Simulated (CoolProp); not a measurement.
Values from CoolProp's reference Helmholtz-energy equation of state, Lemmon 2006. It is a short technical equation, of lower accuracy than the large ones.

Q: For n-decane, give the phase and the viscosity (µPa s), conductivity (mW/(m K)) at 441 K and 0.267 MPa.

A: 
- 441 K and 0.267 MPa: liquid; viscosity 212, conductivity 96.3

Viscosity comes from a separate model (Huber 2004). Thermal conductivity comes from a separate model (Huber 2005).
